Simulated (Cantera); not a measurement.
A closed system holds: 1 mol HBr, 1.2 mol O2, 1.8 mol H2, held at 45.0 bar.

These are equilibrium values from Cantera (NASA tables, ideal gas, pure condensed phases), not measurements of a reactor. Candidate condensed phases: Br2, H2O; 25 gas species. Ions and electrons are included (thermal ionisation). The ideal-gas law is rough above about 30 bar. Equilibrium is a limit: real reactors are often held back by kinetics, nucleation or transport. All values below are at 3000 K.

Base state: H2O 0.590, Br 0.152, HBr 0.145, O2 0.0504, OH 0.0348, H2 0.0175, O 0.00379, Br2 0.00345 (mole fractions); condensed: gas only.

### Question
What changes in the equilibrium state with this change: 0.21 mol N2 added?

### Answer
```
species   before    after
-------  -------  -------
H2O        0.590    0.553
Br         0.152    0.143
HBr        0.145    0.137
N2             0   0.0570
O2        0.0504   0.0449
OH        0.0348   0.0327
H2        0.0175   0.0174
NO             0  0.00593
NO2            0  1.07e-5
H2O2     1.57e-5  1.39e-5
Br2      0.00345  0.00306
HO2      9.17e-5  8.14e-5
```
